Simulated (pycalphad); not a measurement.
CALPHAD calculation (pycalphad, COST 507 light-alloy database (1999)), 1 atm. The data set is of 1999 and partly superseded. Diffusion is slow at the low end, where real alloys seldom reach equilibrium.

Molar enthalpy of Ti-1.89B (at.%) in equilibrium (SER reference):

```
T (°C)  H (kJ/mol)        phases
------  ----------  ------------
2577        109.82        liquid
2377        100.62        liquid
2177         91.42        liquid
1977         82.22        liquid
1777         73.02        liquid
1677         68.42        liquid
1577         55.64  bcc + liquid
1477         45.48      bcc + BM
1377         42.05      bcc + BM
1177         35.54      bcc + BM
977          29.42      bcc + BM
777          19.06      hcp + BM
577          12.60      hcp + BM
377           6.52      hcp + BM
```

Cooling from 1677 °C to 1477 °C, across the freezing range, releases 22.9 kJ/mol, or 486 J/g. The slope is 46 J/(mol K) in the liquid and 34 J/(mol K) just below the solidus, where it includes any heat of precipitation. Liquidus 1628 °C, solidus 1541 °C. Changes were sought between steps of 100 K, so a narrower field can be missed.

Database names, with the compositions (at.%) that they take in these runs: BM: Ti 50 B 50.
